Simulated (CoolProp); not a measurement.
Model: reference Helmholtz-energy equation of state, Thol 2015, in CoolProp.

For 1,2-dichloroethane, give the phase and the cv (kJ/(kg K)), speed of sound (m/s), Joule-Thomson coefficient (K/MPa), fugacity coefficient at 250.2 K and 0.491 MPa.


- 250.2 K and 0.491 MPa: liquid; cv 0.908, speed of sound 1390, Joule-Thomson coefficient -0.439, fugacity coefficient 0.00131
